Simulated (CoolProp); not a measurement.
Aqueous lithium chloride as a coolant, at 28 °C, 1 atm.

Values from CoolProp's Melinder's fits for secondary coolants.

```
mass %  freezing point (°C)  density (kg/m³)  Prandtl number  viscosity (mPa s)  conductivity (W/(m K))
------  -------------------  ---------------  --------------  -----------------  ----------------------
3.7                    -3.5             1017            6.30              0.951                   0.601
5.3                    -5.4             1027            6.56               1.00                   0.597
7                      -7.7             1036            6.86               1.06                   0.593
8.7                   -10.1             1046            7.18               1.13                   0.589
10.4                  -12.9             1056            7.54               1.20                   0.585
12                    -16.1             1065            7.92               1.28                   0.581
13.7                  -20.1             1075            8.36               1.37                   0.577
15.4                  -25.2             1085            8.86               1.47                   0.573
17                    -30.9             1095            9.37               1.57                   0.570
18.7                  -37.9             1105            9.97               1.69                   0.566
20.4                  -45.8             1115            10.7               1.82                   0.562
```
